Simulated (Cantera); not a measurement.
An isothermal, constant-pressure homogeneous reactor starts with 1.60 % CH4, 84.1 % H2, 14.3 % H, at 1825 K and 12.0 Torr.

Computed with Cantera and GRI-Mech 3.0 (53 species, 325 reactions). GRI-Mech 3.0 stops at C3 and has no aromatics, soot or wall deposition, so with more carbon than oxygen in the feed, carbon stays in small species such as C2H2 where larger ones or solid carbon would form. Radical loss at walls, strong at low pressure, is not modelled.

One state of this run: x CH4 = 2.31e-6; x H2 = 0.939; x H = 0.0526; x CH2 = 1.64e-7; x C2H = 4.48e-6; x C2H6 = 1.17e-12; x C2H2 = 0.00823. x: mole fraction; the columns are a selection and need not sum to one.

Which value of t (s) does it belong to?
A) 0.204
B) 0.00922
C) 0.000417
D) 4.00e-6

A, 0.204
